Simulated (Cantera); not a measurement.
A perfectly stirred reactor is fed with 5.88 % CH4, 94.1 % H2, at 0.270 bar; it is held at 1800 K, and followed from long to short residence time.

Detailed kinetics in Cantera: GRI-Mech 3.0 (53 species, 325 reactions). GRI-Mech 3.0 stops at C3 and has no aromatics, soot or wall deposition, so with more carbon than oxygen in the feed, carbon stays in small species such as C2H2 where larger ones or solid carbon would form.

One state of this run: x CH4 = 0.0106; x H2 = 0.966; x CH2 = 1.11e-7; x C2H4 = 0.000145; x H = 0.000667; x C2H6 = 6.37e-7; x C2H2 = 0.0225. x: mole fraction; the columns are a selection and need not sum to one.

Task: Which value of τ (s) does it belong to?
A) 0.77
B) 0.32
C) 0.0092
D) 1.9

Result: A, 0.77
